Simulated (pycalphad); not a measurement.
All values are pycalphad results on the COST 507 light-alloy database (1999) (1 atm), not direct measurements. These are 1990s assessments: newer ones move some temperatures and phases. Diffusion is slow at the low end, where real alloys seldom reach equilibrium.

Molar enthalpy of Si-8.4Cu (at.%) in equilibrium (SER reference):

```
T (K)  H (kJ/mol)                    phases
-----  ----------  ------------------------
1850        86.39                    LIQUID
1770        84.18                    LIQUID
1690        81.98                    LIQUID
1650        80.88                    LIQUID
1610        61.05       LIQUID + DIAMOND_A4
1530        44.20       DIAMOND_A4 + LIQUID
1450        36.60       DIAMOND_A4 + LIQUID
1370        31.57       DIAMOND_A4 + LIQUID
1290        27.82       DIAMOND_A4 + LIQUID
1210        24.79       DIAMOND_A4 + LIQUID
1130        22.13       DIAMOND_A4 + LIQUID
1050        18.69  DIAMOND_A4 + CU19SI6_ETA
1010        17.63  DIAMOND_A4 + CU19SI6_ETA
970         16.57  DIAMOND_A4 + CU19SI6_ETA
890         14.48  DIAMOND_A4 + CU19SI6_ETA
810         12.41  DIAMOND_A4 + CU19SI6_ETA
730         10.38  DIAMOND_A4 + CU19SI6_ETA
650          8.38  DIAMOND_A4 + CU19SI6_ETA
570          6.43  DIAMOND_A4 + CU19SI6_ETA
```

Cooling from 1650 K to 1050 K, across the freezing range, releases 62.2 kJ/mol, or 2000 J/g. The slope is 28 J/(mol K) in the liquid and 27 J/(mol K) just below the solidus, where it includes any heat of precipitation. Liquidus 1642 K, solidus 1074 K. Changes were sought between steps of 40 K, so a narrower field can be missed.

Database names, with the compositions (at.%) that they take in these runs: CU19SI6_ETA: Cu 76 Si 24. DIAMOND_A4 is diamond (Si).
